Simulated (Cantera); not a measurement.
A perfectly stirred reactor is fed with 1.46 % C2H4, 1.07 % O2, 97.0 % N2, 0.437 % CH4, equivalence ratio 4.9, at 3080 Torr; it is held at 1148 K, and followed from long to short residence time.

Cantera simulation using GRI-Mech 3.0 (53 species, 325 reactions); the numbers are that mechanism's predictions, not measurements. GRI-Mech 3.0 was tuned for natural gas; its chemistry of ethylene as a main component is partial and can be far from experiment. GRI-Mech 3.0 stops at C3 and has no aromatics, soot or wall deposition, so with more carbon than oxygen in the feed, carbon stays in small species such as C2H2 where larger ones or solid carbon would form.

x: mole fraction; the columns are a selection and need not sum to one.

| τ (s) | x C2H4 | x O2 | x CH2O | x C2H | x N2O | x CH2 | x H2 |
|---|---|---|---|---|---|---|---|
| 4.4 | 0.00350 | 0.000168 | 1.39e-5 | 2.21e-12 | 3.24e-9 | 2.42e-10 | 0.0109 |
| 1.1 | 0.00421 | 0.000337 | 2.96e-5 | 4.59e-12 | 5.49e-9 | 6.74e-10 | 0.0102 |
| 0.25 | 0.00535 | 0.000715 | 6.66e-5 | 1.06e-11 | 6.95e-9 | 1.71e-9 | 0.00912 |
| 0.061 | 0.00675 | 0.00146 | 0.000139 | 2.41e-11 | 6.56e-9 | 3.52e-9 | 0.00758 |
| 0.015 | [?] | [?] | [?] | 5.34e-11 | [?] | [?] | [?] |
| 0.0036 | [?] | [?] | [?] | 1.06e-10 | [?] | [?] | [?] |
| 0.00086 | 0.0115 | 0.00691 | 0.000482 | 1.47e-10 | 1.65e-9 | 3.54e-8 | 0.00197 |

Task: Fill in the missing entries.

Result: 
- 0.015, x C2H4: 0.00827
- 0.015, x O2: 0.00272
- 0.015, x CH2O: 0.000258
- 0.015, x N2O: 4.98e-9
- 0.015, x CH2: 7.28e-9
- 0.015, x H2: 0.00571
- 0.0036, x C2H4: 0.00983
- 0.0036, x O2: 0.00458
- 0.0036, x CH2O: 0.000399
- 0.0036, x N2O: 3.16e-9
- 0.0036, x CH2: 1.69e-8
- 0.0036, x H2: 0.00375
